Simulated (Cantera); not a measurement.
Cantera run:

```python
import numpy as np
import cantera as ct

gas_names = [...]  # 151 gases of nasa_gas.yaml made of C, H, N, O, Si
cond_names = """
    C(gr) C6H6(L) C7H8(L) C8H18(L),n-octa H2O(s) H2O(L) Si(cr) Si(L) SiC(b) SiO2(Lqz) SiO2(hqz) SiO2(L)
    Si2N2O(s) Si3N4(a)
""".split()


# ... load() reads the species with a 1 bar reference pressure and builds the phases ...
atoms = {
    'SiC': {'Si': 1, 'C': 1},
    'H2O': {'H': 2, 'O': 1},
    'N2': {'N': 2},
}
top_T = {'C(gr)': 4500, 'SiC(b)': 3050, 'Si2N2O(s)': 2100, 'Si3N4(a)': 2400}  # K; cautious upper limits of use, not melting points


# ... equilibrate(T, P, feed) seeds the gas with the atoms and calls Mixture.equilibrate('TP', solver="vcs", rtol=1e-11, max_steps=5000) ...
results = []
feed = {'SiC': 1, 'H2O': 4, 'N2': 880}  # mol
P = 110  # Pa
for T in [1248, 1348, 1448, 1548, 1648, 1748, 1848]:
    mix = equilibrate(T, P, feed)
    results.append((T, P, feed, dict(zip(mix.species_names, mix.species_moles))))
    x = sorted(zip(gas.X, gas.species_names), reverse=True)
    print(f"T = {T:g} K  P = {P:g} Pa  gas = {mix.phase_moles(0):.4g} mol")
    print("   x: " + "  ".join(f"{s} {v:.3e}" for v, s in x if v > 0.001))
    print("   condensed (mol): " + ("  ".join(f"{mix.phase(i).name} {mix.phase_moles(i):.4g}"
          for i in range(1, mix.n_phases) if mix.phase_moles(i) > 1e-12) or "none"))
```

Result:

```
T = 1248 K  P = 110 Pa  gas = 885 mol
   x: N2 9.943e-01  H2 3.557e-03
   condensed (mol): SiO2(hqz) 1
T = 1348 K  P = 110 Pa  gas = 885 mol
   x: N2 9.943e-01  H2 3.529e-03
   condensed (mol): SiO2(hqz) 1
T = 1448 K  P = 110 Pa  gas = 885 mol
   x: N2 9.943e-01  H2 3.503e-03  H2O 1.009e-03  CO 1.008e-03
   condensed (mol): SiO2(hqz) 0.999
T = 1548 K  P = 110 Pa  gas = 885 mol
   x: N2 9.943e-01  H2 3.453e-03  H2O 1.039e-03  CO 1.020e-03
   condensed (mol): SiO2(hqz) 0.9824
T = 1648 K  P = 110 Pa  gas = 885.2 mol
   x: N2 9.941e-01  H2 3.231e-03  H2O 1.210e-03  CO 1.011e-03
   condensed (mol): SiO2(hqz) 0.8208
T = 1748 K  P = 110 Pa  gas = 886 mol
   x: N2 9.932e-01  H2 2.484e-03  H2O 1.851e-03
   condensed (mol): SiO2(L) 0.166
T = 1848 K  P = 110 Pa  gas = 886.4 mol
   x: N2 9.928e-01  H2 2.168e-03  H2O 1.948e-03  SiO 1.125e-03
   condensed (mol): none
```

These are equilibrium values from Cantera (NASA tables, ideal gas, pure condensed phases), not measurements of a reactor. The tables hold silica as quartz up to 1696 K and as liquid above; real silica turns to tridymite and cristobalite and melts near 1996 K.
